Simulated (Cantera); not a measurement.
Feed: 1 mol MgO, 2.7 mol CO, 0.35 mol CH₄, held at 1.00 bar.

Method: chemical equilibrium by Gibbs-energy minimisation in Cantera with the NASA 1993 tables (ideal gas, pure condensed phases). Candidate condensed phases: C, C₆H₆, C₇H₈, C₈H₁₈, H₂O, Mg, MgCO₃, MgO, Mg(OH)₂; 116 gas species. Equilibrium is a limit: real reactors are often held back by kinetics, nucleation or transport.

Question: At 1723 K, list the 4 most abundant gas species with their mole fractions, and the condensed phases.

Answer: CO 0.794, H₂ 0.206, Mg 0.000444, H 8.27e-5. Condensed: C(graphite) + MgO(s).
